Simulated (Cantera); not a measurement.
Input (Python, Cantera) and output of one run.

```python
import numpy as np
import cantera as ct

gas_names = """
    AL ALH ALN ALO ALOH ALO2 ALO2H AL2 AL2O AL2O2 H HALO HNO HNO2 HNO3 HO2 H2 H2O H2O2 N NH NH2 NH3
    NH2OH NO NO2 NO3 N2 N2H2 N2H4 N2O O OH O2 O3
""".split()
cond_names = """
    AL(cr) AL(L) ALN(s) AL2O3(a) AL2O3(L) H2O(s) H2O(L)
""".split()


# ... load() reads the species with a 1 bar reference pressure and builds the phases ...
atoms = {
    'Al2O3': {'AL': 2, 'O': 3},
    'H2': {'H': 2},
    'N2': {'N': 2},
}
top_T = {'ALN(s)': 2750}  # K; cautious upper limits of use, not melting points


# ... equilibrate(T, P, feed) seeds the gas with the atoms and calls Mixture.equilibrate('TP', solver="vcs", rtol=1e-11, max_steps=5000) ...
results = []
feed = {'Al2O3': 1, 'H2': 8.7, 'N2': 50}  # mol
P = 101325  # Pa
for T in [723, 873, 1023, 1173, 1323, 1473, 1623, 1773, 1923, 2073, 2223]:
    mix = equilibrate(T, P, feed)
    results.append((T, P, feed, dict(zip(mix.species_names, mix.species_moles))))

top = {s: max(r[3][s] / sum(r[3][g] for g in gas_names) for r in results) for s in gas_names}
cols = sorted((s for s in top if top[s] > 0.001), key=lambda s: -top[s])[:7]
seen = [c for c in cond_names if any(r[3].get(c, 0) > 1e-12 for r in results)]
print("log10 of partial pressures in bar; condensed amounts in mol")
print(f"{'T/K':>10s}" + "".join(f"{s[:9]:>10s}" for s in cols + seen))
for T, P, feed, n in results:
    ng = sum(n[g] for g in gas_names)
    print(f"{T:10.4g}" + "".join(f"{np.log10(max(n[s] / ng * P / 1e5, 1e-99)):10.3f}" for s in cols)
          + "".join(f"{n.get(c, 0):10.4g}" for c in seen))
```

It prints:

```
log10 of partial pressures in bar; condensed amounts in mol
       T/K        N2        H2         H    ALN(s)  AL2O3(a)
       723    -0.064    -0.825   -13.486 3.174e-08         1
       873    -0.064    -0.824   -10.742 5.399e-07         1
      1023    -0.064    -0.824    -8.795 3.876e-06         1
      1173    -0.064    -0.823    -7.340 1.647e-05         1
      1323    -0.064    -0.823    -6.211 4.968e-05         1
      1473    -0.064    -0.823    -5.310 0.0001184    0.9999
      1623    -0.064    -0.823    -4.572 0.0002381    0.9999
      1773    -0.064    -0.824    -3.958 0.0004096    0.9998
      1923    -0.064    -0.824    -3.438 0.0002598    0.9996
      2073    -0.064    -0.825    -2.993         0    0.9986
      2223    -0.065    -0.828    -2.608         0    0.9951
```

Method: chemical equilibrium by Gibbs-energy minimisation in Cantera with the NASA 1993 tables (ideal gas, pure condensed phases). Mutual solubility and eutectic melting of coexisting phases are not modelled. The tables' values for AlOH are old estimates; treat these amounts as uncertain. Condensed phases not in the tables: aluminium oxynitride.
